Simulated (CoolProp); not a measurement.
Properties of CF4 (R14) along the isobar 0.438 MPa (Tc = 227.4 K, pc = 3.762 MPa, ω = 0.178).

Computed with CoolProp (reference Helmholtz-energy equation of state, Platzer 1990). This equation is an older, rougher fit.

```csv
T (K),phase,speed of sound (m/s),isothermal compressibility (1/MPa),expansivity (1/kK),conductivity (mW/(m K)),fugacity coefficient
213.4,gas,150.5,2.407,5.467,9.76,0.9523
236,gas,158.8,2.370,4.750,11.4,0.9649
258.7,gas,166.5,2.346,4.221,13.0,0.9738
281.4,gas,173.7,2.330,3.810,14.8,0.9803
304.1,gas,180.5,2.318,3.479,16.6,0.9851
326.8,gas,186.9,2.309,3.205,18.4,0.9887
349.5,gas,193.2,2.302,2.973,20.3,0.9916
372.2,gas,199.2,2.297,2.775,22.1,0.9938
```

Thermal conductivity comes from a separate model (Huber 2003), an estimate that may be off by 10 % or more.
